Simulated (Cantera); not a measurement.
Input (Python, Cantera):

```python
import numpy as np
import cantera as ct

gas = ct.Solution("gri30.yaml")
gas.TPX = 1325, 740000, {'CH4': 1, 'CO': 0.46, 'O2': 0.97, 'N2': 9.11}
reactor = ct.IdealGasReactor(gas, energy="on", clone=False)
net = ct.ReactorNet([reactor])
net.rtol, net.atol = 1e-08, 1e-16
show = ['CH4', 'CO', 'O2', 'N2O', 'C2H4', 'C2H6', 'H2O']
times = np.geomspace(1e-06, 0.5, 11)

steps = ct.SolutionArray(gas, extra=["t"])
rows = []
print(f"{'t/s':>10s}{'T/K':>9s}{'P/Pa':>11s}" + "".join(f"{s:>11s}" for s in show))
for t in times:
    while net.time < t:
        t_next = net.step()
        steps.append(gas.state, t=t_next)
    rows.append([np.interp(t, steps.t, y) for y in (steps.T, steps.P, *steps(*show).X.T)])
    print(f"{t:10.3e}{rows[-1][0]:9.1f}{rows[-1][1]:11.4g}" + "".join(f"{x:11.3e}" for x in rows[-1][2:]))
rate = np.gradient(steps.T, steps.t)
print("integrator steps:", len(steps.t))
if steps.T.max() > steps.T[0] + 200:
    print(f"time of steepest temperature rise: {steps.t[rate.argmax()]:.4e} s")
gas.TPX = 1325, 740000, {'CH4': 1, 'CO': 0.46, 'O2': 0.97, 'N2': 9.11}
gas.equilibrate("UV")
print(f"equilibrium (UV): T = {gas.T:.1f} K  " + "  ".join(f"{s} {gas[s].X[0]:.3e}" for s in show))
```

It prints:

```
       t/s      T/K       P/Pa        CH4         CO         O2        N2O       C2H4       C2H6        H2O
 1.000e-06   1325.0    7.4e+05  8.666e-02  3.986e-02  8.406e-02  2.340e-14  2.456e-15  2.037e-13  7.168e-09
 3.714e-06   1325.0    7.4e+05  8.665e-02  3.986e-02  8.406e-02  1.326e-13  3.175e-13  1.273e-11  3.693e-08
 1.380e-05   1325.0    7.4e+05  8.665e-02  3.986e-02  8.406e-02  9.374e-13  2.860e-11  8.618e-10  2.359e-07
 5.125e-05   1325.0    7.4e+05  8.665e-02  3.986e-02  8.405e-02  6.357e-12  2.643e-09  7.257e-08  1.913e-06
 1.904e-04   1325.1  7.401e+05  8.663e-02  3.986e-02  8.404e-02  3.476e-11  1.493e-07  3.848e-06  1.618e-05
 7.071e-04   1325.9  7.405e+05  8.649e-02  3.984e-02  8.396e-02  1.927e-10  1.952e-06  3.990e-05  1.045e-04
 2.627e-03   1332.3   7.44e+05  8.561e-02  3.982e-02  8.337e-02  1.513e-09  2.796e-05  2.637e-04  7.429e-04
 9.756e-03   2111.8  1.276e+06  1.125e-03  9.634e-02  1.605e-08  9.371e-10  1.175e-05  1.946e-07  6.667e-02
 3.624e-02   2102.9  1.279e+06  6.456e-09  1.030e-01  1.159e-08  1.508e-09  1.753e-13  2.529e-17  6.157e-02
 1.346e-01   2102.9  1.279e+06  5.862e-09  1.030e-01  1.159e-08  6.120e-10  1.680e-14  6.513e-18  6.158e-02
 5.000e-01   2103.0  1.279e+06  5.804e-09  1.030e-01  1.159e-08  4.430e-10  1.661e-14  6.401e-18  6.158e-02
integrator steps: 2519
time of steepest temperature rise: 7.7462e-03 s
equilibrium (UV): T = 2103.0 K  CH4 6.464e-09  CO 1.030e-01  O2 1.159e-08  N2O 4.345e-10  C2H4 1.848e-14  C2H6 7.702e-18  H2O 6.158e-02
```

Computed with Cantera and GRI-Mech 3.0 (53 species, 325 reactions).
